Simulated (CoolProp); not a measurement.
Computed with CoolProp (reference Helmholtz-energy equation of state, Span 1996).

Problem. Give the vapour pressure (MPa), liquid density (kg/m³), enthalpy of vaporisation (kJ/kg), liquid cp (kJ/(kg K)) of saturated carbon dioxide at 247.8, 285.8 K.

Solution. 
| T (K) | p (MPa) | liquid density (kg/m³) | enthalpy of vaporisation (kJ/kg) | liquid cp (kJ/(kg K)) |
|---|---|---|---|---|
| 247.8 | 1.66 | 1060 | 294 | 2.11 |
| 285.8 | 4.81 | 841 | 187 | 3.20 |
